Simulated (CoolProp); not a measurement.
Vapour-liquid equilibrium of n-hexane (1) + toluene (2) at 0.0947 MPa; x and y are mole fractions of (1).

Values from CoolProp's multi-fluid Helmholtz-energy mixture model, Thol 2019 and Lemmon 2006; pair parameters Bell 2016.

Task: Give the bubble temperature and the first vapour's composition at x = 0.2, 0.5, 0.65. Is there an azeotrope?

Result: x = 0.2: 91.2 °C, y = 0.506; x = 0.5: 78.5 °C, y = 0.776; x = 0.65: 74.4 °C, y = 0.854. No azeotrope shows between x = 0.05 and 0.95.

The pair parameters rest on a limited set of measurements; away from them the model extrapolates.
